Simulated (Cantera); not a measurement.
Charge: 1 mol Si, 0.52 mol H2, at 1300 K and 1500000 Pa.

Method: chemical equilibrium by Gibbs-energy minimisation in Cantera with the NASA 1993 tables (ideal gas, pure condensed phases). Candidate condensed phases: Si; 9 gas species. Gases not in the tables: Si2H6 and higher silanes. Kinetics and transport are ignored.

What is the equilibrium state?


- x(H2): 1.000
- x(SiH4): 1.16e-5
- n(Si(s)): 1.000 mol
- gas amount: 0.5200 mol
